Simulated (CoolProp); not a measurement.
500 sccm (0 °C, 1 atm) of nitrogen bubbles through liquid water at 323.8 K and leaves saturated at a total pressure of 0.15 MPa (ideal gas phase). Each further row changes one setting.

The numbers come from the reference Helmholtz-energy equation of state, Wagner 2002 in CoolProp.

```
case                      vapour pressure (kPa)  mole fraction of vapour  delivery (mg/min)  delivery (sccm)  change of delivery for a bath 1 K warmer (%)
------------------------  ---------------------  -----------------------  -----------------  ---------------  --------------------------------------------
as stated                                  12.8                   0.0850               37.4             46.5                                           5.5
bath temperature 328.8 K                   16.3                    0.108               48.9             60.8                                           5.5
total pressure 0.3 MPa                     12.8                   0.0425               17.8             22.2                                           5.3
```
